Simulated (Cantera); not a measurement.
Feed: 1 mol Si, a varied amount of HF, 0.71 mol N2, equilibrated at 1125 °C and 820 Pa.

These are equilibrium values from Cantera (NASA tables, ideal gas, pure condensed phases), not measurements of a reactor. Candidate condensed phases: Si, Si3N4; 37 gas species. N2 is the only nitrogen source here; it is nearly inert below about 1500 K, so the nitride shown seldom forms there in practice. Rates play no part.

Task: What share of the Si ends up in condensed phases as a function of n(HF) (mol), at 2.3, 3.2, 4.4, 6.2, 8.6, 12, 17?

Result: 
| n(HF) (mol) | Si condensed (%) | as |
|---|---|---|
| 2.3 | 41.6 | Si3N4(s) |
| 3.2 | 18.7 | Si3N4(s) |
| 4.4 | 0.0 | - |
| 6.2 | 0.0 | - |
| 8.6 | 0.0 | - |
| 12 | 0.0 | - |
| 17 | 0.0 | - |
